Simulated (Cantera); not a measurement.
What does this Cantera script print?

```python
import numpy as np
import cantera as ct

gas_names = """
    CL CL2 H HCL H2 Si SiCL SiCL2 SiCL3 SiCL4 SiH SiHCL3 SiH2 SiH2CL2 SiH3 SiH3CL SiH4 Si2 Si3
""".split()
cond_names = """
    Si(cr) Si(L)
""".split()


# ... load() reads the species with a 1 bar reference pressure and builds the phases ...
atoms = {
    'SiCl4': {'Si': 1, 'CL': 4},
    'Cl2': {'CL': 2},
    'H2': {'H': 2},
}
top_T = {}  # K; cautious upper limits of use, not melting points


# ... equilibrate(T, P, feed) seeds the gas with the atoms and calls Mixture.equilibrate('TP', solver="vcs", rtol=1e-11, max_steps=5000) ...
results = []
P = 14000  # Pa
for T in [900, 950, 1000, 1050, 1100, 1150, 1200, 1250, 1300, 1350, 1400]:
    for m in [0.065, 0.085, 0.11, 0.15, 0.19, 0.25, 0.33, 0.44, 0.58, 0.76, 1]:
        feed = {'SiCl4': 1, 'Cl2': m, 'H2': 22}  # mol
        mix = equilibrate(T, P, feed)
        results.append((T, P, feed, dict(zip(mix.species_names, mix.species_moles))))

for T, P, feed, n in results:
    print(f"{T:7g} {feed['Cl2']:10.4g}  " + (" + ".join(c for c in cond_names if n.get(c, 0) > 1e-12) or "gas only"))
```

Result:

```
    900      0.065  gas only
    900      0.085  gas only
    900       0.11  gas only
    900       0.15  gas only
    900       0.19  gas only
    900       0.25  gas only
    900       0.33  gas only
    900       0.44  gas only
    900       0.58  gas only
    900       0.76  gas only
    900          1  gas only
    950      0.065  gas only
    950      0.085  gas only
    950       0.11  gas only
    950       0.15  gas only
    950       0.19  gas only
    950       0.25  gas only
    950       0.33  gas only
    950       0.44  gas only
    950       0.58  gas only
    950       0.76  gas only
    950          1  gas only
   1000      0.065  gas only
   1000      0.085  gas only
   1000       0.11  gas only
   1000       0.15  gas only
   1000       0.19  gas only
   1000       0.25  gas only
   1000       0.33  gas only
   1000       0.44  gas only
   1000       0.58  gas only
   1000       0.76  gas only
   1000          1  gas only
   1050      0.065  gas only
   1050      0.085  gas only
   1050       0.11  gas only
   1050       0.15  gas only
   1050       0.19  gas only
   1050       0.25  gas only
   1050       0.33  gas only
   1050       0.44  gas only
   1050       0.58  gas only
   1050       0.76  gas only
   1050          1  gas only
   1100      0.065  Si(cr)
   1100      0.085  Si(cr)
   1100       0.11  Si(cr)
   1100       0.15  gas only
   1100       0.19  gas only
   1100       0.25  gas only
   1100       0.33  gas only
   1100       0.44  gas only
   1100       0.58  gas only
   1100       0.76  gas only
   1100          1  gas only
   1150      0.065  Si(cr)
   1150      0.085  Si(cr)
   1150       0.11  Si(cr)
   1150       0.15  Si(cr)
   1150       0.19  Si(cr)
   1150       0.25  gas only
   1150       0.33  gas only
   1150       0.44  gas only
   1150       0.58  gas only
   1150       0.76  gas only
   1150          1  gas only
   1200      0.065  Si(cr)
   1200      0.085  Si(cr)
   1200       0.11  Si(cr)
   1200       0.15  Si(cr)
   1200       0.19  Si(cr)
   1200       0.25  Si(cr)
   1200       0.33  gas only
   1200       0.44  gas only
   1200       0.58  gas only
   1200       0.76  gas only
   1200          1  gas only
   1250      0.065  Si(cr)
   1250      0.085  Si(cr)
   1250       0.11  Si(cr)
   1250       0.15  Si(cr)
   1250       0.19  Si(cr)
   1250       0.25  Si(cr)
   1250       0.33  gas only
   1250       0.44  gas only
   1250       0.58  gas only
   1250       0.76  gas only
   1250          1  gas only
   1300      0.065  Si(cr)
   1300      0.085  Si(cr)
   1300       0.11  Si(cr)
   1300       0.15  Si(cr)
   1300       0.19  Si(cr)
   1300       0.25  Si(cr)
   1300       0.33  Si(cr)
   1300       0.44  gas only
   1300       0.58  gas only
   1300       0.76  gas only
   1300          1  gas only
   1350      0.065  Si(cr)
   1350      0.085  Si(cr)
   1350       0.11  Si(cr)
   1350       0.15  Si(cr)
   1350       0.19  Si(cr)
   1350       0.25  Si(cr)
   1350       0.33  gas only
   1350       0.44  gas only
   1350       0.58  gas only
   1350       0.76  gas only
   1350          1  gas only
   1400      0.065  Si(cr)
   1400      0.085  Si(cr)
   1400       0.11  Si(cr)
   1400       0.15  Si(cr)
   1400       0.19  Si(cr)
   1400       0.25  Si(cr)
   1400       0.33  gas only
   1400       0.44  gas only
   1400       0.58  gas only
   1400       0.76  gas only
   1400          1  gas only
```

Equilibrium computed with Cantera from the NASA thermochemical tables; the gas is ideal and each condensed phase is pure. The tables' values for SiCl3 are old estimates.
